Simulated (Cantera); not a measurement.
A closed system holds: 1 mol NiS, 290 mol H2, held at 2200 K and 10000 Pa.

Method: chemical equilibrium by Gibbs-energy minimisation in Cantera with the NASA 1993 tables (ideal gas, pure condensed phases). Candidate condensed phases: Ni, NiS, NiS2, Ni3S2, Ni3S4, S; 9 gas species. Equilibrium is a limit: real reactors are often held back by kinetics, nucleation or transport.

Base state: H2 0.976, H 0.0176, Ni 0.00333, H2S 0.00135, SH 0.00128, S 0.000402, S2 0.000147, NiS 7.39e-5 (mole fractions); condensed: gas only.

Task: What changes in the equilibrium state with this change: H2 from 290 to 85 mol?

Result: 
```json
[
 {"species": "H2", "before": "0.976", "after": "0.961"},
 {"species": "H", "before": "0.0176", "after": "0.0175"},
 {"species": "Ni", "before": "0.00333", "after": "0.0108"},
 {"species": "H2S", "before": "0.00135", "after": "0.00374"},
 {"species": "NiS", "before": "7.39e-5", "after": "0.000676"},
 {"species": "S2", "before": "0.000147", "after": "0.00117"},
 {"species": "S", "before": "0.000402", "after": "0.00113"},
 {"species": "SH", "before": "0.00128", "after": "0.00359"}
]
```
